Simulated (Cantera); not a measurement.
A perfectly stirred reactor is fed with 10.0 % CH₄, 1.91 % C₂H₆, 0.532 % C₃H₈, 18.4 % O₂, 69.2 % N₂, at 4.93 atm; it is adiabatic with a 700 K inlet, and is followed from long to short residence time, starting on the burning branch (τ in s: 0.024, 0.012, 0.006, 0.003, 0.0015, 0.00076, 0.00038, 0.00019, 9.5e-05, 4.8e-05, 2.4e-05, 1.2e-05, 6e-06).

Computed with Cantera and GRI-Mech 3.0 (53 species, 325 reactions).

x: mole fraction; the columns are a selection and need not sum to one.

```tsv
τ (s)	T (K)	x CH₄	x C₂H₆	x C₃H₈	x HCO	x C₂H₄
0.024	2146	0.000821	3.92e-7	5.62e-8	1.30e-7	3.13e-6
0.012	2147	0.00129	8.70e-7	1.10e-7	1.67e-7	7.39e-6
0.0060	2149	0.00189	1.87e-6	2.13e-7	2.33e-7	1.63e-5
0.0030	2149	0.00260	3.89e-6	4.13e-7	3.50e-7	3.37e-5
0.0015	2146	0.00340	7.86e-6	8.00e-7	5.59e-7	6.58e-5
0.00076	2138	___	___	___	___	___
0.00038	2120	0.00541	3.23e-5	3.10e-6	1.60e-6	0.000231
0.00019	2083	0.00717	7.45e-5	6.75e-6	2.81e-6	0.000462
9.5e-5	1974	0.0123	0.000286	2.21e-5	5.01e-6	0.00132
4.8e-5	700	0.100	0.0191	0.00532	<1e-12	<1e-12
2.4e-5	700	0.100	0.0191	0.00532	<1e-12	<1e-12
1.2e-5	700	0.100	0.0191	0.00532	<1e-12	<1e-12
6.0e-6	700	0.100	0.0191	0.00532	<1e-12	<1e-12
```

### Question
Complete the blanks.

### Answer

- 0.00076, x CH₄: 0.00428
- 0.00076, x C₂H₆: 1.56e-5
- 0.00076, x C₃H₈: 1.54e-6
- 0.00076, x HCO: 9.25e-7
- 0.00076, x C₂H₄: 0.000123
